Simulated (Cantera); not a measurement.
## Moist CO burnout

An isothermal, constant-pressure homogeneous reactor starts with CO : O₂ : H₂O : N₂ = 0.0082 : 0.0039 : 0.0033 : 1 (molar parts), equivalence ratio 1.1, at 998 K and 29000 Pa.

Cantera simulation using GRI-Mech 3.0 (53 species, 325 reactions); the numbers are that mechanism's predictions, not measurements.

```tsv
t (s)	x CO	x O₂	x H₂O	x N₂O	x H₂O₂	x CO₂
5.00e-6	0.00808	0.00384	0.00325	<1e-12	<1e-12	<1e-12
1.97e-5	0.00808	0.00384	0.00325	<1e-12	<1e-12	<1e-12
7.76e-5	0.00808	0.00384	0.00325	<1e-12	<1e-12	<1e-12
0.000306	0.00808	0.00384	0.00325	<1e-12	<1e-12	2.84e-12
0.00121	0.00808	0.00384	0.00325	<1e-12	<1e-12	1.16e-11
0.00475	0.00808	0.00384	0.00325	<1e-12	<1e-12	5.60e-11
0.0187	0.00808	0.00384	0.00325	<1e-12	<1e-12	5.97e-10
0.0737	0.00808	0.00384	0.00325	8.19e-12	1.65e-11	1.75e-7
0.290	0.00265	0.00118	0.00310	5.31e-8	7.20e-9	0.00545
1.14	0.000298	1.92e-5	0.00312	6.22e-9	1.14e-9	0.00781
4.51	0.000251	2.55e-7	0.00312	6.21e-10	8.82e-11	0.00786
17.8	0.000251	9.90e-9	0.00312	2.31e-10	6.11e-12	0.00786
70.0	0.000251	5.11e-10	0.00312	6.72e-10	<1e-12	0.00786
```
x: mole fraction; the columns are a selection and need not sum to one.

Equilibrium at this temperature and pressure: CO 0.000251, O₂ <1e-12, H₂O 0.00312, N₂O <1e-12, H₂O₂ <1e-12, CO₂ 0.00786 (gas phase only).
